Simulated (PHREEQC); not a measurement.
Make-up at 25 °C: 2 mmol/kgw NH4HF2, 0.06 mmol/kgw H2SiF6 and 0.0068 mmol/kgw H2SO4. Closed to the air; pH follows from the charge balance.

Model: ion-association model, wateq4f.dat, run in PHREEQC.

Precipitation was switched off in this run.

### Question
What pH does the model give?

### Answer
pH 3.32.

### Question
In which forms is S present?

### Answer
SO4-2 94 %, HSO4- 3.7 %, NH4SO4- 1.9 % of the S.

SiF6-2 is the database's only silicon fluoride.
